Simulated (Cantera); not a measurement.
An adiabatic, constant-volume homogeneous reactor starts with H2 : O2 : N2 : H2O = 1 : 0.704 : 2.65 : 0.19 (molar parts), equivalence ratio 0.71, at 1325 K and 1300000 Pa. Integrator tolerance rtol = 1e-08.

Cantera simulation using the H2/O2 subset of GRI-Mech 3.0, which has no nitrogen chemistry; the numbers are that mechanism's predictions, not measurements. The hydrogen kinetics of GRI-Mech 3.0 are dated; newer H2 mechanisms differ, most at raised pressure. The pressure lies above the range GRI-Mech 3.0 was tuned for (to about 10 atm).

**Question.** What does this change do: initial temperature 1325 to 1450 K?

**Answer.** 
```json
[
 {"quantity": "time of steepest temperature rise", "before": "9.81 µs", "after": "1.91 µs"},
 {"quantity": "temperature at 2.00 s", "before": "2943 K", "after": "3001 K"},
 {"quantity": "equilibrium temperature", "before": "2943 K", "after": "3001 K"},
 {"quantity": "x(H2) at 2.00 s", "before": "0.00898 (gas-phase equilibrium 0.00898)", "after": "0.0112 (gas-phase equilibrium 0.0112)"},
 {"quantity": "x(O2) at 2.00 s", "before": "0.0470 (gas-phase equilibrium 0.0470)", "after": "0.0468 (gas-phase equilibrium 0.0468)"},
 {"quantity": "x(H2O) at 2.00 s", "before": "0.268 (gas-phase equilibrium 0.268)", "after": "0.263 (gas-phase equilibrium 0.263)"},
 {"quantity": "x(OH) at 2.00 s", "before": "0.0234 (gas-phase equilibrium 0.0234)", "after": "0.0267 (gas-phase equilibrium 0.0267)"},
 {"quantity": "x(H2O2) at 2.00 s", "before": "4.71e-6 (gas-phase equilibrium 4.71e-6)", "after": "4.87e-6 (gas-phase equilibrium 4.87e-6)"}
]
```
Above 3000 K some thermodynamic fits are extrapolated.

**Question.** What does this change do: initial temperature 1325 to 1575 K?

**Answer.** 
```json
[
 {"quantity": "time of steepest temperature rise", "before": "9.81 µs", "after": "1.01 µs"},
 {"quantity": "temperature at 2.00 s", "before": "2943 K", "after": "3057 K"},
 {"quantity": "equilibrium temperature", "before": "2943 K", "after": "3057 K"},
 {"quantity": "x(H2) at 2.00 s", "before": "0.00898 (gas-phase equilibrium 0.00898)", "after": "0.0135 (gas-phase equilibrium 0.0135)"},
 {"quantity": "x(O2) at 2.00 s", "before": "0.0470 (gas-phase equilibrium 0.0470)", "after": "0.0466 (gas-phase equilibrium 0.0466)"},
 {"quantity": "x(H2O) at 2.00 s", "before": "0.268 (gas-phase equilibrium 0.268)", "after": "0.257 (gas-phase equilibrium 0.257)"},
 {"quantity": "x(OH) at 2.00 s", "before": "0.0234 (gas-phase equilibrium 0.0234)", "after": "0.0302 (gas-phase equilibrium 0.0302)"},
 {"quantity": "x(H2O2) at 2.00 s", "before": "4.71e-6 (gas-phase equilibrium 4.71e-6)", "after": "5.01e-6 (gas-phase equilibrium 5.01e-6)"}
]
```
Above 3000 K some thermodynamic fits are extrapolated.
